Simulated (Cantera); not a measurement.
## Reactions in the system Cu-F-H-N

Standard-state values (1 bar) from the NASA 1993 polynomials, evaluated with Cantera. Values are per mole of reaction as written; species without (g) are pure solids or liquids, kept so even where they would boil at 1 bar.

3 H2(g) + 3 Cu + 2 NF3(g) ⇌ 3 CuF2 + 2 NH3(g)

| T (K) | ΔH° (kJ) | ΔS° (J/K) | ΔG° (kJ) | log10 K | condensed phases |
|---|---|---|---|---|---|
| 775 | -1436.5 | -380.7 | -1141.4 | 76.93 | Cu(s), CuF2(s) |
| 850 | -1433.6 | -377.2 | -1113.0 | 68.40 | Cu(s), CuF2(s) |
| 925 | -1430.6 | -373.7 | -1084.8 | 61.26 | Cu(s), CuF2(s) |
| 1000 | -1427.2 | -370.3 | -1056.9 | 55.21 | Cu(s), CuF2(s) |
| 1075 | -1423.6 | -366.8 | -1029.3 | 50.01 | Cu(s), CuF2(s) |
| 1150 | -1253.2 | -213.2 | -1008.1 | 45.79 | Cu(s), CuF2(l) |
| 1225 | -1247.7 | -208.5 | -992.2 | 42.31 | Cu(s), CuF2(l) |
| 1300 | -1242.3 | -204.2 | -976.8 | 39.25 | Cu(s), CuF2(l) |

2 F(g) + Cu ⇌ CuF2(g)

```json
[
 {"T (K)": "775", "ΔH° (kJ)": "-433.8", "ΔS° (J/K)": "-100.3", "ΔG° (kJ)": "-356.0", "log10 K": "24.00"},
 {"T (K)": "850", "ΔH° (kJ)": "-434.9", "ΔS° (J/K)": "-101.7", "ΔG° (kJ)": "-348.5", "log10 K": "21.41"},
 {"T (K)": "925", "ΔH° (kJ)": "-435.9", "ΔS° (J/K)": "-102.9", "ΔG° (kJ)": "-340.8", "log10 K": "19.24"},
 {"T (K)": "1000", "ΔH° (kJ)": "-437.0", "ΔS° (J/K)": "-104.0", "ΔG° (kJ)": "-333.0", "log10 K": "17.40"},
 {"T (K)": "1075", "ΔH° (kJ)": "-438.1", "ΔS° (J/K)": "-105.1", "ΔG° (kJ)": "-325.2", "log10 K": "15.80"},
 {"T (K)": "1150", "ΔH° (kJ)": "-439.3", "ΔS° (J/K)": "-106.1", "ΔG° (kJ)": "-317.3", "log10 K": "14.41"},
 {"T (K)": "1225", "ΔH° (kJ)": "-440.4", "ΔS° (J/K)": "-107.1", "ΔG° (kJ)": "-309.3", "log10 K": "13.19"},
 {"T (K)": "1300", "ΔH° (kJ)": "-441.7", "ΔS° (J/K)": "-108.0", "ΔG° (kJ)": "-301.2", "log10 K": "12.10"}
]
```
